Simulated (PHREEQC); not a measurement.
1.5 g of hydrous ferric oxide (600 m²/g; 0.2 weak and 0.005 strong sites per Fe, Dzombak-Morel constants, diffuse double layer) in 1 kg of water with 0.001 mol/kgw of an inert sodium salt and 6.8e-05 mol/kgw CuCl2, at 25 °C; the pH is set by adding NaOH or the inert anion's acid. O2 is buffered at 0.21 atm. No CO2 enters from the air. Precipitation was switched off in this run.

The numbers come from PHREEQC with the ion-association model, wateq4f.dat.

| pH | Cu sorbed (%) | surface charge σ (C/m²) | surface potential ψ (mV) |
|---|---|---|---|
| 4 | 11.0 | 0.139 | 205 |
| 4.5 | 42.3 | 0.091 | [?] |
| 5 | 80.8 | 0.057 | 169 |
| 5.5 | 96.8 | 0.034 | 146 |
| 6 | 99.6 | 0.020 | [?] |
| 6.5 | 99.9 | 0.012 | 94 |
| 7 | 100.0 | 0.006 | 66 |
| 7.5 | 100.0 | 0.003 | [?] |
| 8 | 100.0 | 0.001 | 9 |
| 8.5 | 100.0 | -0.002 | -20 |
| 9 | 100.0 | -0.004 | -49 |
| 9.5 | 100.0 | -0.009 | -77 |
| 10 | 100.0 | -0.016 | -105 |

### Question
Complete the blanks.

### Answer

- 4.5, surface potential ψ (mV): 188
- 6, surface potential ψ (mV): 121
- 7.5, surface potential ψ (mV): 37

The database's constant for dissolved Cu(OH)2 is higher than later reviews accept.
